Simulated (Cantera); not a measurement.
Si + Br2 + N2 (silicon etching in halogen gases)

Input: 1 mol Si, 3 mol Br2, a varied amount of N2, held at 900 K and 10.0 Torr.

These are equilibrium values from Cantera (NASA tables, ideal gas, pure condensed phases), not measurements of a reactor. Candidate condensed phases: Br2, Si, Si3N4; 13 gas species. Equilibrium is a limit: real reactors are often held back by kinetics, nucleation or transport.

From 0.49 mol N2 to 51 mol N2 nothing is condensed. The main Si-bearing gas is SiBr4 throughout.

```tsv
n(N2) (mol)	x N2	x SiBr4	x Br2	x Br	x SiBr3
0.49	0.196	0.400	0.396	0.00844	1.96e-8
1.1	0.353	0.321	0.318	0.00756	1.76e-8
2.3	0.533	0.232	0.229	0.00642	1.49e-8
5	0.712	0.142	0.140	0.00502	1.17e-8
11	0.845	0.0768	0.0749	0.00367	8.63e-9
24	0.922	0.0384	0.0371	0.00259	6.14e-9
51	0.961	0.0189	0.0180	0.00180	4.33e-9
```
x: gas mole fraction; nothing condenses.
